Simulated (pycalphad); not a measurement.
Computed with pycalphad from the COST 507 light-alloy database (1999), at 1 atm. These are 1990s assessments: newer ones move some temperatures and phases. Phase fractions are per mole of atoms.

### Question
Compare equilibrium and Scheil-Gulliver solidification of Ti-35.2C (at.%).

### Answer
Both start at the liquidus, 3009 °C. In full equilibrium the last liquid goes at 2595 °C (range 414 K), and at 2577 °C the alloy holds fcc. With no diffusion in the solid (Scheil-Gulliver, steps of 4 K) the liquid lasts to an invariant point at 1652 °C (range 1357 K), where the last 0.10 of it freezes; the solid then holds fcc 0.90, bcc 0.10.

| last step ahead of the change, T (°C) | liquid left there | liquid composition there (at.%) | solids forming below it |
|---|---|---|---|
| 3009 | 1.00 | 35.2 C | fcc |
| 1652 | 0.10 | 3.1 C | bcc + fcc |
Solids once formed stay as they are in this model, so peritectic reactions do not proceed; the changes are located to one step.

The fcc model also describes the rock-salt carbide or nitride (TiC, TiN, HfC).
